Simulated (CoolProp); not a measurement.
The numbers come from the reference Helmholtz-energy equation of state, Akasaka 2023 in CoolProp.

**Question.** For R1224YDZ, give the phase and the density (kg/m³), cp (kJ/(kg K)), cv (kJ/(kg K)), isothermal compressibility (1/MPa) at 121.35 °C and 0.607 MPa.

**Answer.** 
- 121.35 °C and 0.607 MPa: gas; density 30.2, cp 0.970, cv 0.882, isothermal compressibility 1.83
